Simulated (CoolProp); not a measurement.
Vapour-liquid equilibrium of benzene (1) + toluene (2) at 0.0545 bar; x and y are mole fractions of (1).

Computed with CoolProp (multi-fluid Helmholtz-energy mixture model, Thol 2012 and Lemmon 2006; pair parameters Bell 2016).

| x | bubble temperature, mixture model (K) | bubble temperature, Raoult's law (K) | y, mixture model | y, Raoult's law |
|---|---|---|---|---|
| 0.05 | 303.2 | 303.2 | 0.144 | 0.146 |
| 0.2 | 297.8 | 297.7 | 0.453 | 0.456 |
| 0.35 | 293.4 | 293.3 | 0.647 | 0.649 |
| 0.5 | 289.8 | 289.7 | 0.778 | 0.778 |
| 0.65 | 286.7 | 286.7 | 0.869 | 0.869 |
| 0.8 | 284.1 | 284.1 | 0.936 | 0.935 |
| 0.95 | 281.8 | 281.8 | 0.986 | 0.986 |

The largest gap from Raoult's law is +0.1 K in bubble temperature, at x = 0.2. No azeotrope shows between x = 0.05 and 0.95.

Pair parameters are fitted to limited data, so mixtures are less certain than the pure fluids.
